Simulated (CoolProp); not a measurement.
Vapour pressure (bar) of sulfur hexafluoride: the reference equation beside estimates from Tc = 45.6 °C, pc = 37.55 bar, ω = 0.210. Clausius-Clapeyron is anchored at -32.45 °C with a constant enthalpy of vaporisation of 15.03 kJ/mol.

Model: reference Helmholtz-energy equation of state, Guder 2009, in CoolProp.

```json
[
 {"T (°C)": "-32.45", "reference": "4.513", "Lee-Kesler": "4.597", "Clausius-Clapeyron": "4.513", "Redlich-Kwong": "6.039", "Soave-Redlich-Kwong": "4.603", "Peng-Robinson": "4.559"},
 {"T (°C)": "-27.25", "reference": "5.417", "Lee-Kesler": "5.512", "Clausius-Clapeyron": "5.290", "Redlich-Kwong": "7.095", "Soave-Redlich-Kwong": "5.526", "Peng-Robinson": "5.467"},
 {"T (°C)": "-22.05", "reference": "6.449", "Lee-Kesler": "6.554", "Clausius-Clapeyron": "6.160", "Redlich-Kwong": "8.273", "Soave-Redlich-Kwong": "6.581", "Peng-Robinson": "6.505"},
 {"T (°C)": "-16.85", "reference": "7.621", "Lee-Kesler": "7.735", "Clausius-Clapeyron": "7.129", "Redlich-Kwong": "…", "Soave-Redlich-Kwong": "7.778", "Peng-Robinson": "7.684"},
 {"T (°C)": "-11.65", "reference": "8.944", "Lee-Kesler": "9.064", "Clausius-Clapeyron": "8.203", "Redlich-Kwong": "11.02", "Soave-Redlich-Kwong": "9.129", "Peng-Robinson": "9.015"},
 {"T (°C)": "-6.45", "reference": "10.43", "Lee-Kesler": "10.55", "Clausius-Clapeyron": "9.387", "Redlich-Kwong": "12.61", "Soave-Redlich-Kwong": "10.65", "Peng-Robinson": "10.51"},
 {"T (°C)": "-1.25", "reference": "12.09", "Lee-Kesler": "12.21", "Clausius-Clapeyron": "10.69", "Redlich-Kwong": "14.34", "Soave-Redlich-Kwong": "12.34", "Peng-Robinson": "12.19"},
 {"T (°C)": "3.95", "reference": "13.94", "Lee-Kesler": "14.06", "Clausius-Clapeyron": "12.11", "Redlich-Kwong": "16.22", "Soave-Redlich-Kwong": "14.22", "Peng-Robinson": "14.05"},
 {"T (°C)": "9.15", "reference": "15.99", "Lee-Kesler": "16.10", "Clausius-Clapeyron": "13.65", "Redlich-Kwong": "18.27", "Soave-Redlich-Kwong": "…", "Peng-Robinson": "16.12"},
 {"T (°C)": "14.35", "reference": "18.25", "Lee-Kesler": "18.36", "Clausius-Clapeyron": "15.33", "Redlich-Kwong": "20.48", "Soave-Redlich-Kwong": "18.60", "Peng-Robinson": "18.40"},
 {"T (°C)": "19.55", "reference": "20.75", "Lee-Kesler": "20.85", "Clausius-Clapeyron": "17.14", "Redlich-Kwong": "22.87", "Soave-Redlich-Kwong": "21.12", "Peng-Robinson": "20.92"},
 {"T (°C)": "24.75", "reference": "23.50", "Lee-Kesler": "23.58", "Clausius-Clapeyron": "19.10", "Redlich-Kwong": "25.43", "Soave-Redlich-Kwong": "…", "Peng-Robinson": "23.69"},
 {"T (°C)": "29.95", "reference": "26.51", "Lee-Kesler": "…", "Clausius-Clapeyron": "21.19", "Redlich-Kwong": "28.17", "Soave-Redlich-Kwong": "26.88", "Peng-Robinson": "26.71"},
 {"T (°C)": "35.15", "reference": "29.83", "Lee-Kesler": "29.90", "Clausius-Clapeyron": "23.43", "Redlich-Kwong": "31.10", "Soave-Redlich-Kwong": "30.15", "Peng-Robinson": "30.02"},
 {"T (°C)": "40.35", "reference": "33.48", "Lee-Kesler": "33.54", "Clausius-Clapeyron": "25.83", "Redlich-Kwong": "34.22", "Soave-Redlich-Kwong": "33.70", "Peng-Robinson": "33.62"}
]
```

Question: Fill in the missing entries.

Answer: 
- -16.85, Redlich-Kwong: 9.580
- 9.15, Soave-Redlich-Kwong: 16.30
- 24.75, Soave-Redlich-Kwong: 23.87
- 29.95, Lee-Kesler: 26.59

Absolute difference from the reference over all 15 rows, mean and median: Lee-Kesler 0.9 and 0.9 %, Clausius-Clapeyron 12.5 and 13.1 %, Redlich-Kwong 17.0 and 16.4 %, Soave-Redlich-Kwong 1.8 and 2.0 %, Peng-Robinson 0.8 and 0.8 %.
